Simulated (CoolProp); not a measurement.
n-perfluorohexane at 293.15 K and 0.00556 MPa is compressed adiabatically to 0.0385 MPa with isentropic efficiency 0.75. Each further row changes one setting.

Computed with CoolProp (reference Helmholtz-energy equation of state, Gao 2022).

```json
[
 {"case": "as stated", "work (kJ/kg)": "18.9", "final temperature (K)": "…", "final density (kg/m³)": "…"},
 {"case": "efficiency 1", "work (kJ/kg)": "14.2", "final temperature (K)": "311.2", "final density (kg/m³)": "5.18"},
 {"case": "efficiency 0.65", "work (kJ/kg)": "21.8", "final temperature (K)": "…", "final density (kg/m³)": "…"}
]
```

**Question.** Some entries are withheld; supply them.

**Answer.** 
- as stated, final temperature (K): 316.8
- as stated, final density (kg/m³): 5.08
- efficiency 0.65, final temperature (K): 320.2
- efficiency 0.65, final density (kg/m³): 5.02
